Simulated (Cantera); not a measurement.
Feed: 1 mol Ti, 3.7 mol O₂, 51 mol H₂, equilibrated at 1350 K and 0.120 bar.

Equilibrium computed with Cantera from the NASA thermochemical tables; the gas is ideal and each condensed phase is pure. Candidate condensed phases: H₂O, Ti, TiO, TiO₂, Ti₂O₃, Ti₃O₅, Ti₄O₇; 12 gas species. Gases not in the tables: TiO(OH)₂. Kinetics and transport are ignored.

Base state: H₂ 0.894, H₂O 0.106 (mole fractions); condensed: TiO₂(rutile).

### Question
What changes in the equilibrium state with this change: temperature from 1350 K to 2025 K?

### Answer
```tsv
species	before	after
H₂	0.894	0.884
H₂O	0.106	0.110
H	6.51e-6	0.00522
OH	1.25e-8	6.82e-5
TiO₂(rutile), mol	1.00	0
Ti₄O₇(l), mol	0	0.250
```
Condensed phases not in the tables: Magnéli phases beyond Ti₄O₇.
